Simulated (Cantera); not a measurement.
A closed system holds: 1 mol V2O5, 0.7 mol H2, 8.5 mol H2O, equilibrated at 850 °C and 40.0 Pa.

These are equilibrium values from Cantera (NASA tables, ideal gas, pure condensed phases), not measurements of a reactor. Candidate condensed phases: H2O, V, VO, V2O3, V2O4, V2O5; 12 gas species. Condensed phases not in the tables: the oxides between V2O3 and V2O5 other than VO2. Equilibrium is a limit: real reactors are often held back by kinetics, nucleation or transport.

Base state: H2O 0.984, O2 0.0160, OH 1.14e-5 (mole fractions); condensed: V2O4(s).

Question: What changes in the equilibrium state with this change: temperature from 850 °C to 1502 °C?

Answer: 
| species | before | after |
|---|---|---|
| H2O | 0.984 | 0.873 |
| VO2 | 1.18e-9 | 0.0575 |
| O2 | 0.0160 | 0.0500 |
| H | 2.01e-9 | 0.00132 |
| O | 2.79e-8 | 0.00107 |
| V2O4(s), mol | 1.00 | 0 |
| V2O3(s), mol | 0 | 0.701 |
